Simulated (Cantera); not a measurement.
**Aluminium and copper etching: Al + HCl**

Feed: 1 mol Al, a varied amount of HCl, held at 475 °C and 0.100 bar.

These are equilibrium values from Cantera (NASA tables, ideal gas, pure condensed phases), not measurements of a reactor. Candidate condensed phases: Al, AlCl3; 12 gas species. The tables' values for AlCl2 are old estimates; treat these amounts as uncertain. Equilibrium is a limit: real reactors are often held back by kinetics, nucleation or transport.

From 1.5 mol HCl to 2.9 mol HCl the condensed part is Al(s). From 4.1 mol HCl to 11 mol HCl nothing is condensed. The main Al-bearing gas is AlCl3 throughout.

```
n(HCl) (mol)  log p HCl  log p H2  log p AlCl3  log p Al2Cl6  log p AlCl2  log p AlCl  n Al(s)
------------  ---------  --------  -----------  ------------  -----------  ----------  -------
1.5               -6.95     -1.19        -1.57         -2.08        -5.10       -5.21    0.500
2.1               -6.95     -1.19        -1.57         -2.08        -5.10       -5.21    0.300
2.9               -6.95     -1.19        -1.57         -2.08        -5.10       -5.21   0.0332
4.1               -1.50     -1.36        -1.70         -2.34       -10.77        <-13        0
5.7               -1.27     -1.53        -1.83         -2.60       -11.21        <-13        0
7.9               -1.17     -1.69        -1.96         -2.86       -11.51        <-13        0
11                -1.11     -1.84        -2.09         -3.12       -11.78        <-13        0
```
log p: log10 of the partial pressure in bar; n: condensed amount in mol.
